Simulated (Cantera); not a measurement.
Cantera run:

```python
import numpy as np
import cantera as ct

gas_names = """
    C CH CH2 CH3 CH2OH CH3O CH4 CH3OH CN CO CO2 COOH C2 C2H CHCO,ketyl C2H2,acetylene C2H2,vinylidene
    CH2CO,ketene C2H3,vinyl CH3CN CH3CO,acetyl C2H4 C2H4O,ethylen CH3CHO,ethanal CH3COOH (HCOOH)2 C2H5
    C2H6 CH3OCH3 C2H5OH CCN CNC C2N2 C2O C3 C3H3,propargyl C3H4,allene C3H4,propyne C3H4,cyclo-
    C3H5,allyl C3H6,propylene C3H6,cyclo- C3H6O C3H7,n-propyl C3H7,i-propyl C3H8 C3H8O,1propanol
    C3H8O,2propanol C3O2 C4 C4H2 C4H4,1,3-cyclo- C4H6,butadiene C4H6,2-butyne C4H6,cyclo- C4H8,1-butene
    C4H8,cis2-buten C4H8,tr2-butene C4H8,isobutene C4H8,cyclo- (CH3COOH)2 C4H9,n-butyl C4H9,i-butyl
    C4H9,s-butyl C4H9,t-butyl C4H10,isobutane C4H10,n-butane C4N2 C5 C5H6,1,3cyclo- C5H8,cyclo-
    C5H10,1-pentene C5H10,cyclo- C5H11,pentyl C5H11,t-pentyl C5H12,n-pentane C5H12,i-pentane
    CH3C(CH3)2CH3 C6H2 C6H5,phenyl C6H5O,phenoxy C6H6 C6H5OH,phenol C6H10,cyclo- C6H12,1-hexene
    C6H12,cyclo- C6H13,n-hexyl C7H7,benzyl C7H8 C7H8O,cresol C7H14,1-heptene C7H15,n-heptyl
    C7H16,n-heptane C8H8,styrene C8H10,ethylbenz C8H16,1-octene C8H17,n-octyl C8H18,isooctane
    C8H18,n-octane C9H19,n-nonyl C10H8,naphthale C10H21,n-decyl C12H9,o-bipheny C12H10,bipheny Cu CuO
    Cu2 H HCN HCO HCCN HNC HNCO HNO HNO2 HNO3 HO2 H2 HCHO,formaldehy HCOOH H2O H2O2 N NCO NH NH2 NH3
    NH2OH NO NO2 NO3 N2 N2H2 N2H4 N2O O OH O2 O3
""".split()
cond_names = """
    C(gr) C6H6(L) C7H8(L) C8H18(L),n-octa Cu(cr) Cu(L) CuO(s) CuO2H2(s) Cu2O(s) Cu2O(L) H2O(s) H2O(L)
""".split()


def load(file, names, dense=False):
    # The tables refer to 1 bar. Condensed volumes are neglected.
    table = {s.name: s for s in ct.Species.list_from_file(file)}
    out = []
    for n in names:
        d = dict(table[n].input_data)
        d["thermo"] = dict(d["thermo"], **{"reference-pressure": 1e5})
        if dense:
            d["equation-of-state"] = {"model": "constant-volume", "density": "1e6 g/cm^3"}
        out.append(ct.Species.from_dict(d))
    return out


gas = ct.Solution(thermo="ideal-gas", species=load("nasa_gas.yaml", gas_names))
cond = {s.name: ct.Solution(thermo="fixed-stoichiometry", species=[s], name=s.name)
        for s in load("nasa_condensed.yaml", cond_names, dense=True)}
atoms = {
    'Cu2O': {'Cu': 2, 'O': 1},
    'C': {'C': 1},
    'N2': {'N': 2},
    'H2O': {'H': 2, 'O': 1},
}
top_T = {'C(gr)': 4500, 'CuO(s)': 1390}  # K; cautious upper limits of use, not melting points


def equilibrate(T, P, feed):
    n = {}
    for name, mol in feed.items():
        for a, k in atoms[name].items():
            n[a] = n.get(a, 0.0) + k * mol
    gas.TPX = T, P, n
    mass = sum(n.values()) * gas.mean_molecular_weight
    gas.equilibrate("TP")
    valid = [c for c in cond.values() if c.min_temp <= T <= top_T.get(c.name, c.max_temp)]
    mix = ct.Mixture([(gas, mass / gas.mean_molecular_weight)] + [(c, 0.0) for c in valid])
    mix.T, mix.P = T, P
    mix.equilibrate("TP", solver="vcs", rtol=1e-11, max_steps=5000)
    return mix


results = []
feed = {'Cu2O': 1, 'C': 2, 'N2': 4, 'H2O': 0.035}  # mol
P = 100000  # Pa
for T in [1400, 1600, 1800, 2000, 2200, 2400, 2600]:
    mix = equilibrate(T, P, feed)
    results.append((T, P, feed, dict(zip(mix.species_names, mix.species_moles))))

top = {s: max(r[3][s] / sum(r[3][g] for g in gas_names) for r in results) for s in gas_names}
cols = sorted((s for s in top if top[s] > 1e-05), key=lambda s: -top[s])[:8]
seen = [c for c in cond_names if any(r[3].get(c, 0) > 1e-12 for r in results)]
print("log10 of partial pressures in bar; condensed amounts in mol")
print(f"{'T/K':>10s}" + "".join(f"{s[:9]:>10s}" for s in cols + seen))
for T, P, feed, n in results:
    ng = sum(n[g] for g in gas_names)
    print(f"{T:10.4g}" + "".join(f"{np.log10(max(n[s] / ng * P / 1e5, 1e-99)):10.3f}" for s in cols)
          + "".join(f"{n.get(c, 0):10.4g}" for c in seen))
```

Output:

```
log10 of partial pressures in bar; condensed amounts in mol
       T/K        N2        Cu        CO        H2       Cu2       HCN         H       HNC     C(gr)     Cu(L)
      1400    -0.103    -5.870    -0.690    -2.162    -9.580    -4.437    -6.394    -6.361    0.9652         2
      1600    -0.103    -4.401    -0.690    -2.166    -7.546    -3.823    -5.348    -5.464    0.9643         2
      1800    -0.103    -3.266    -0.690    -2.177    -5.984    -3.352    -4.535    -4.773    0.9627     1.997
      2000    -0.105    -2.366    -0.692    -2.204    -4.750    -2.986    -3.891    -4.231    0.9594     1.978
      2200    -0.114    -1.635    -0.700    -2.262    -3.753    -2.709    -3.381    -3.812    0.9538     1.878
      2400    -0.147    -1.029    -0.734    -2.389    -2.933    -2.531    -2.993    -3.515    0.9459     1.463
      2600    -0.247    -0.561    -0.833    -2.653    -2.329    -2.496    -2.743    -3.379    0.9366         0
```

Method: chemical equilibrium by Gibbs-energy minimisation in Cantera with the NASA 1993 tables (ideal gas, pure condensed phases).
